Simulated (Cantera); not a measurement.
A perfectly stirred reactor is fed with 16.3 % H2, 15.7 % O2, 65.8 % N2, 2.28 % H2O, equivalence ratio 0.52, at 9.87 atm; it is adiabatic with a 823 K inlet, and is followed from long to short residence time, starting on the burning branch (τ in s: 0.07, 0.026, 0.0096, 0.0035, 0.0013, 0.00048, 0.00018, 6.6e-05, 2.5e-05, 9.1e-06).

Computed with Cantera and GRI-Mech 3.0 (53 species, 325 reactions). The hydrogen kinetics of GRI-Mech 3.0 are dated; newer H2 mechanisms differ, most at raised pressure.

Question: Predict: blow-out, bracketed by the residence times tried; x(H2) at τ = 70.0 ms; x(O2) at τ = 70.0 ms; x(H2O) at τ = 70.0 ms; x(NO) at τ = 70.0 ms; x(NO2) at τ = 70.0 ms; x(H2) at τ = 0.480 ms; x(O2) at τ = 0.480 ms; x(H2O) at τ = 0.480 ms; x(NO) at τ = 0.480 ms; x(NO2) at τ = 0.480 ms.

Answer: 
| Quantity | Value |
|---|---|
| blow-out, bracketed by the residence times tried | burning at 9.10 µs, the shortest tried |
| x(H2) at τ = 70.0 ms | 7.49e-5 |
| x(O2) at τ = 70.0 ms | 0.0814 |
| x(H2O) at τ = 70.0 ms | 0.201 |
| x(NO) at τ = 70.0 ms | 0.000310 |
| x(NO2) at τ = 70.0 ms | 1.07e-6 |
| x(H2) at τ = 0.480 ms | 0.000708 |
| x(O2) at τ = 0.480 ms | 0.0813 |
| x(H2O) at τ = 0.480 ms | 0.200 |
| x(NO) at τ = 0.480 ms | 1.75e-5 |
| x(NO2) at τ = 0.480 ms | 1.14e-7 |
